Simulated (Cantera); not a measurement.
## Equilibrium for silicon epitaxy and polysilicon growth: Si2Cl6 + Cl2 + H2

Charge: 1 mol Si2Cl6, 0.0071 mol Cl2, 94 mol H2, equilibrated at 2.50 mbar.

Equilibrium computed with Cantera from the NASA thermochemical tables; the gas is ideal and each condensed phase is pure. Candidate condensed phases: Si; 19 gas species. The feed counts by its element totals alone. The tables' values for SiCl3, SiCl are old estimates; treat these amounts as uncertain. Gases not in the tables: Si2H6 and higher silanes. The numbers say what is thermodynamically allowed, not how fast it happens.

| T (°C) | log p H2 | log p HCl | log p SiCl2 | log p H | n Si(s) | n Si(l) |
|---|---|---|---|---|---|---|
| 875 | -2.63 | -3.94 | -4.91 | -8.46 | 1.35 | 0 |
| 950 | -2.63 | -3.92 | -4.83 | -7.84 | 1.36 | 0 |
| 1025 | -2.63 | -3.92 | -4.79 | -7.28 | 1.34 | 0 |
| 1100 | -2.63 | -3.92 | -4.76 | -6.79 | 1.31 | 0 |
| 1175 | -2.63 | -3.93 | -4.74 | -6.35 | 1.29 | 0 |
| 1250 | -2.63 | -3.93 | -4.72 | -5.95 | 1.26 | 0 |
| 1325 | -2.63 | -3.94 | -4.71 | -5.59 | 1.23 | 0 |
| 1400 | -2.63 | -3.94 | -4.70 | -5.26 | 1.20 | 0 |
| 1475 | -2.63 | -3.94 | -4.72 | -4.96 | 0 | 1.18 |
log p: log10 of the partial pressure in bar; n: condensed amount in mol.

From 875 °C to 1400 °C the condensed part is Si(s). At 1475 °C the condensed part is Si(l). The main Si-bearing gas is SiCl2 throughout. The share of Si in condensed phases is highest at 950 °C (68.2 %) and lowest at 1475 °C (59.1 %).
